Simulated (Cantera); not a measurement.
A closed system holds: 1 mol HMDSO, 3.6 mol CO₂, held at 0.190 bar.

These are equilibrium values from Cantera (NASA tables, ideal gas, pure condensed phases), not measurements of a reactor. Candidate condensed phases: C, C₆H₆, C₇H₈, C₈H₁₈, H₂O, Si, SiC, SiO₂; 123 gas species. The feed counts by its element totals alone. Equilibrium is a limit: real reactors are often held back by kinetics, nucleation or transport.

Q: At 850 K, list the 5 most abundant gas species with their mole fractions, and the condensed phases.

A: H₂ 0.633, CO 0.133, H₂O 0.113, CO₂ 0.0729, CH₄ 0.0474. Condensed: C(graphite) + SiO₂(β-quartz).
